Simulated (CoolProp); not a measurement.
A Linde-Hampson liquefier for CF4 (R14): isothermal reversible compression at 320 K from 1 atm to 5 MPa, throttling to 1 atm, return gas leaving the recuperator 10 K below the feed. Each further row changes one setting.

Computed with CoolProp (reference Helmholtz-energy equation of state, Platzer 1990). This equation is an older, rougher fit; its heat capacities, sound speeds and derivatives of the liquid may be far off and weren't checked against measurements.

| case | liquid yield per pass | compression work (kJ/kg of gas) |
|---|---|---|
| as stated | 0.043 | 114 |
| high pressure 10 MPa | 0.118 | 131 |
| warm-end temperature 350 K | 0.026 | 126 |
| warm-end gap 15 K | 0.028 | 114 |
